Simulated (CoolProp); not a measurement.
A single-stage vapour-compression cycle with n-perfluorobutane: evaporating at 313.15 K (dew point), condensing at 352.15 K (bubble point), superheat 10 K, subcooling 2 K, compressor efficiency 0.75, no pressure losses. Each further row changes one setting.

The numbers come from the reference Helmholtz-energy equation of state, Gao 2022 in CoolProp.

```csv
case,cooling COP,pressure ratio,discharge temperature (K),refrigerating effect (kJ/kg),volumetric capacity (kJ/m³)
as stated,3.86,2.68,352.1,46.1,1960
evaporating temperature 318.15 K,4.83,___,352.1,50.0,___
condensing temperature 347.15 K,4.87,2.39,347.1,52.5,2230
subcooling 7 K,4.40,2.68,352.1,52.6,2230
superheat 20 K,4.31,2.68,356.0,___,2250
compressor efficiency 0.65,3.34,2.68,352.1,46.1,1960
```

What belongs in the gaps?


- evaporating temperature 318.15 K, pressure ratio: 2.33
- evaporating temperature 318.15 K, volumetric capacity (kJ/m³): 2440
- superheat 20 K, refrigerating effect (kJ/kg): 55.4

The compression ends wet for: as stated; evaporating temperature 318.15 K; condensing temperature 347.15 K; subcooling 7 K; compressor efficiency 0.65.
